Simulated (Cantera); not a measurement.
Mixture: 12.2 % CH4, 16.2 % O2, 71.6 % N2, equivalence ratio 1.5, at 500000 Pa, adiabatic and at constant pressure. Ignition delay is the time to a rise of 400 K.

Detailed kinetics in Cantera: GRI-Mech 3.0 (53 species, 325 reactions).

Task: Predict: delay at 1150 K; delay at 1250 K; delay at 1350 K; delay at 1450 K; delay at 1550 K; apparent activation energy between 1500 and 1600 K.

Result: delay at 1150 K: 27.8 ms
delay at 1250 K: 7.67 ms
delay at 1350 K: 2.35 ms
delay at 1450 K: 0.786 ms
delay at 1550 K: 0.284 ms
apparent activation energy between 1500 and 1600 K: 190 kJ/mol
